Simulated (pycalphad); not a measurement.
# Effect of Cu content in Si-Cu

CALPHAD calculation (pycalphad, COST 507 light-alloy database (1999)), 1 atm. These are 1990s assessments: newer ones move some temperatures and phases. Amounts are mole fractions of atoms.

Problem. One of these alloys has its liquidus at 1400 °C, its solidus at 800 °C, and holds diamond (Si) 0.96, CU19SI6_ETA 0.04 at 337 °C. Which?
A) Si-4.155Cu (wt.%)
B) Si-1.592Cu (wt.%)
C) Si-6.161Cu (wt.%)
D) Si-0.5414Cu (wt.%)
E) Si-2.102Cu (wt.%)
F) Si-1.057Cu (wt.%)

Solution. C, Si-6.161Cu (wt.%). The others: Si-0.5414Cu (wt.%), liquidus 1413, solidus 800; Si-1.057Cu (wt.%), liquidus 1412, solidus 800; Si-1.592Cu (wt.%), liquidus 1410, solidus 800; Si-2.102Cu (wt.%), liquidus 1409, solidus 800; Si-4.155Cu (wt.%), liquidus 1405, solidus 800

Database names, with the compositions (at.%) that they take in these runs: CU19SI6_ETA: Cu 76 Si 24.
